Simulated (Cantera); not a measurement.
## Transport properties of process gases

Gas mixture: 27.5 % C₂H₄, 19.5 % CH₃OH, 9.61 % CO₂, 43.5 % NH₃, at 1.00 bar, frozen composition.

Cantera's kinetic-theory transport with the Lennard-Jones parameters of GRI-Mech 3.0, ideal gas; thermal conductivity in the multicomponent form. Polar gases are described roughly by these parameters. The composition is frozen, though it would react at the higher temperatures.

```json
[
 {"T (K)": "400", "ρ (kg/m³)": "0.769", "cp (J/kg/K)": "1769", "μ (µPa s)": "14.3", "λ (mW/m/K)": "35.7", "Pr": "0.711", "D (cm²/s) CH₃": "0.331", "D (cm²/s) CO₂": "0.233", "D (cm²/s) N₂": "0.313"},
 {"T (K)": "500", "ρ (kg/m³)": "0.615", "cp (J/kg/K)": "2003", "μ (µPa s)": "17.8", "λ (mW/m/K)": "49.8", "Pr": "0.715", "D (cm²/s) CH₃": "0.500", "D (cm²/s) CO₂": "0.357", "D (cm²/s) N₂": "0.469"},
 {"T (K)": "600", "ρ (kg/m³)": "0.513", "cp (J/kg/K)": "2223", "μ (µPa s)": "21.1", "λ (mW/m/K)": "65.2", "Pr": "0.718", "D (cm²/s) CH₃": "0.696", "D (cm²/s) CO₂": "0.503", "D (cm²/s) N₂": "0.649"},
 {"T (K)": "700", "ρ (kg/m³)": "0.439", "cp (J/kg/K)": "2413", "μ (µPa s)": "24.2", "λ (mW/m/K)": "81.0", "Pr": "0.720", "D (cm²/s) CH₃": "0.916", "D (cm²/s) CO₂": "0.668", "D (cm²/s) N₂": "0.851"},
 {"T (K)": "800", "ρ (kg/m³)": "0.384", "cp (J/kg/K)": "2573", "μ (µPa s)": "27.1", "λ (mW/m/K)": "96.7", "Pr": "0.722", "D (cm²/s) CH₃": "1.16", "D (cm²/s) CO₂": "0.851", "D (cm²/s) N₂": "1.07"},
 {"T (K)": "900", "ρ (kg/m³)": "0.342", "cp (J/kg/K)": "2713", "μ (µPa s)": "30.0", "λ (mW/m/K)": "112", "Pr": "0.723", "D (cm²/s) CH₃": "1.42", "D (cm²/s) CO₂": "1.05", "D (cm²/s) N₂": "1.31"},
 {"T (K)": "1000", "ρ (kg/m³)": "0.308", "cp (J/kg/K)": "2858", "μ (µPa s)": "32.6", "λ (mW/m/K)": "129", "Pr": "0.724", "D (cm²/s) CH₃": "1.71", "D (cm²/s) CO₂": "1.27", "D (cm²/s) N₂": "1.57"},
 {"T (K)": "1100", "ρ (kg/m³)": "0.280", "cp (J/kg/K)": "2974", "μ (µPa s)": "35.2", "λ (mW/m/K)": "145", "Pr": "0.724", "D (cm²/s) CH₃": "2.01", "D (cm²/s) CO₂": "1.50", "D (cm²/s) N₂": "1.85"}
]
```
D: mixture-averaged diffusion coefficient of that species in the mixture.
